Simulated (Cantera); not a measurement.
An adiabatic, constant-pressure homogeneous reactor starts with H2 : O2 : N2 = 1 : 0.455 : 1.71 (molar parts), equivalence ratio 1.1, at 1173 K and 3.26 atm.

Model: the H2/O2 subset of GRI-Mech 3.0, which has no nitrogen chemistry, integrated in Cantera. The hydrogen kinetics of GRI-Mech 3.0 are dated; newer H2 mechanisms differ, most at raised pressure.

Task: Predict: time of steepest temperature rise; temperature at 0.300 s; equilibrium temperature; x(H2) at 0.300 s; x(O2) at 0.300 s; x(H2O) at 0.300 s; x(OH) at 0.300 s; x(H) at 0.300 s.

Result: 
| Property | Result |
|---|---|
| time of steepest temperature rise | 23.4 µs |
| temperature at 0.300 s | 2862 K |
| equilibrium temperature | 2862 K |
| x(H2) at 0.300 s | 0.0532 (gas-phase equilibrium 0.0532) |
| x(O2) at 0.300 s | 0.00688 (gas-phase equilibrium 0.00688) |
| x(H2O) at 0.300 s | 0.289 (gas-phase equilibrium 0.289) |
| x(OH) at 0.300 s | 0.0209 (gas-phase equilibrium 0.0209) |
| x(H) at 0.300 s | 0.0130 (gas-phase equilibrium 0.0130) |
